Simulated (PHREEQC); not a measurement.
Brine: speciation

A solution holds 0.78 mol/kgw Na2CO3 and 0.024 mol/kgw Na2SO4, at 25 °C. Closed to the air; pH follows from the charge balance.

Model: Pitzer model, pitzer.dat, run in PHREEQC.

This is a speciation only: nothing precipitates in the calculation.

Task: What pH, ionic strength does the model give?

Result: pH 11.65; ionic strength 2.41 mol/kgw.

In brines, pH and single-ion activities rest on the MacInnes convention.
